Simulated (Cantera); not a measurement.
# Low-pressure radical oxidation in H2/O2

An isothermal, constant-pressure homogeneous reactor starts with H₂ : O₂ = 0.023 : 1 (molar parts), equivalence ratio 0.011, at 1200 K and 0.0133 bar.

Model: GRI-Mech 3.0 (53 species, 325 reactions), integrated in Cantera. Radical loss at walls, strong at low pressure, is not modelled.

```tsv
t (s)	x H₂	x O₂	x OH	x H₂O	x H₂O₂
3.00e-6	0.0225	0.978	2.08e-12	<1e-12	<1e-12
9.53e-6	0.0225	0.978	1.97e-11	<1e-12	<1e-12
3.03e-5	0.0225	0.978	1.67e-10	1.24e-11	<1e-12
9.62e-5	0.0225	0.978	1.11e-9	2.83e-10	<1e-12
0.000306	0.0225	0.978	6.61e-9	5.36e-9	1.71e-12
0.000972	0.0225	0.978	1.17e-7	1.92e-7	1.72e-11
0.00309	0.0217	0.977	0.000325	0.000608	2.51e-9
0.00981	0.000197	0.959	0.00166	0.0206	4.09e-8
0.0312	0.000151	0.963	0.00147	0.0210	4.01e-8
0.0990	7.96e-5	0.970	0.00107	0.0218	3.81e-8
0.315	2.12e-5	0.975	0.000553	0.0224	2.90e-8
1.00	3.27e-6	0.977	0.000218	0.0226	1.43e-8
```
x: mole fraction; the columns are a selection and need not sum to one.

Equilibrium at this temperature and pressure: H₂ 2.55e-9, O₂ 0.977, OH 6.19e-6, H₂O 0.0227, H₂O₂ 6.22e-11 (gas phase only).
